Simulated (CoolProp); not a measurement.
Vapour-liquid equilibrium of propylene (1) + acetone (2) at 18.45 °C; x and y are mole fractions of (1).

The numbers come from the multi-fluid Helmholtz-energy mixture model, Lemmon 2013 and Lemmon 2006; pair parameters Bell 2016 in CoolProp.

```json
[
 {"x": "0.05", "bubble pressure (MPa)": "0.1272", "y at the bubble point": "0.821", "dew pressure at overall composition x (MPa)": "0.02422", "liquid density (mol/L)": "13.60"},
 {"x": "0.125", "bubble pressure (MPa)": "0.2742", "y at the bubble point": "0.919", "dew pressure at overall composition x (MPa)": "0.02630", "liquid density (mol/L)": "13.55"},
 {"x": "0.2", "bubble pressure (MPa)": "0.4016", "y at the bubble point": "0.946", "dew pressure at overall composition x (MPa)": "0.02877", "liquid density (mol/L)": "13.49"},
 {"x": "0.275", "bubble pressure (MPa)": "0.5049", "y at the bubble point": "0.958", "dew pressure at overall composition x (MPa)": "0.03174", "liquid density (mol/L)": "13.42"},
 {"x": "0.35", "bubble pressure (MPa)": "0.5844", "y at the bubble point": "0.965", "dew pressure at overall composition x (MPa)": "0.03539", "liquid density (mol/L)": "13.34"},
 {"x": "0.425", "bubble pressure (MPa)": "0.6435", "y at the bubble point": "0.969", "dew pressure at overall composition x (MPa)": "0.03997", "liquid density (mol/L)": "13.25"},
 {"x": "0.5", "bubble pressure (MPa)": "0.6874", "y at the bubble point": "0.972", "dew pressure at overall composition x (MPa)": "0.04592", "liquid density (mol/L)": "13.16"},
 {"x": "0.575", "bubble pressure (MPa)": "0.7221", "y at the bubble point": "0.974", "dew pressure at overall composition x (MPa)": "0.05395", "liquid density (mol/L)": "13.05"},
 {"x": "0.65", "bubble pressure (MPa)": "0.7529", "y at the bubble point": "0.976", "dew pressure at overall composition x (MPa)": "0.06541", "liquid density (mol/L)": "12.93"},
 {"x": "0.725", "bubble pressure (MPa)": "0.7848", "y at the bubble point": "0.979", "dew pressure at overall composition x (MPa)": "0.08305", "liquid density (mol/L)": "12.81"},
 {"x": "0.8", "bubble pressure (MPa)": "0.8222", "y at the bubble point": "0.982", "dew pressure at overall composition x (MPa)": "0.1138", "liquid density (mol/L)": "12.68"},
 {"x": "0.875", "bubble pressure (MPa)": "0.8688", "y at the bubble point": "0.987", "dew pressure at overall composition x (MPa)": "0.1806", "liquid density (mol/L)": "12.54"},
 {"x": "0.95", "bubble pressure (MPa)": "0.9283", "y at the bubble point": "0.994", "dew pressure at overall composition x (MPa)": "0.4338", "liquid density (mol/L)": "12.39"}
]
```

No azeotrope shows between x = 0.05 and 0.95.

The pair parameters rest on a limited set of measurements; away from them the model extrapolates. With so large a gap from Raoult's law the liquid may split in two, which this calculation doesn't test in full.
